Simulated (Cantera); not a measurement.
Feed: 1 mol V, a varied amount of N2O, 120 mol H2, equilibrated at 0.133 bar.

Method: chemical equilibrium by Gibbs-energy minimisation in Cantera with the NASA 1993 tables (ideal gas, pure condensed phases). Candidate condensed phases: H2O, V, VN, VO, V2O3, V2O4, V2O5; 28 gas species. Each liquid is taken as pure. Mutual solubility and eutectic melting of coexisting phases are not modelled. VO: taken at fixed stoichiometry. Condensed phases not in the tables: the oxides between V2O3 and V2O5 other than VO2, V2N, N, O or C dissolved in the metal. Equilibrium is a limit: real reactors are often held back by kinetics, nucleation or transport.

Problem. What condenses at these points (T in K, n(N2O) in mol): (2175, 16); (2325, 5.9); (2475, 3.3); (2475, 5.9); (2225, 5.9); (2525, 5.9); (2225, 11); (2425, 0.66)?

Solution. 
```
T (K)  n(N2O) in mol  condensed phases  V condensed (%)
-----  -------------  ----------------  ---------------
2175              16              V2O3             71.9
2325             5.9                VO             54.4
2475             3.3                VO             12.5
2475             5.9          gas only              0.0
2225             5.9                VO             80.1
2525             5.9          gas only              0.0
2225              11         VO + V2O3             60.6
2425            0.66            V + VO             37.0
```
